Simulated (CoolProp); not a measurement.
A simple Rankine cycle with R115: condensing at 292.15 K, boiler at 1.87 MPa, turbine inlet 478.5 K, turbine efficiency 0.7, pump efficiency 0.6, no recuperator. Each further row changes one setting.

Model: reference Helmholtz-energy equation of state, Lemmon 2016, in CoolProp.

```json
[
 {"case": "as stated", "thermal efficiency (%)": "5.3", "net work (kJ/kg)": "13.4", "heat in (kJ/kg)": "251", "turbine exit temperature (K)": "457.7", "volume ratio over the turbine": "2.41"},
 {"case": "turbine inlet 498.5 K", "thermal efficiency (%)": "5.2", "net work (kJ/kg)": "14.1", "heat in (kJ/kg)": "270", "turbine exit temperature (K)": "477.6", "volume ratio over the turbine": "2.40"},
 {"case": "condensing temperature 284.15 K", "thermal efficiency (%)": "6.5", "net work (kJ/kg)": "16.9", "heat in (kJ/kg)": "259", "turbine exit temperature (K)": "452.9", "volume ratio over the turbine": "3.00"},
 {"case": "boiler pressure 1.31 MPa", "thermal efficiency (%)": "3.3", "net work (kJ/kg)": "8.37", "heat in (kJ/kg)": "254", "turbine exit temperature (K)": "466.4", "volume ratio over the turbine": "1.69"},
 {"case": "turbine efficiency 0.6", "thermal efficiency (%)": "4.5", "net work (kJ/kg)": "11.3", "heat in (kJ/kg)": "251", "turbine exit temperature (K)": "460.0", "volume ratio over the turbine": "2.42"}
]
```
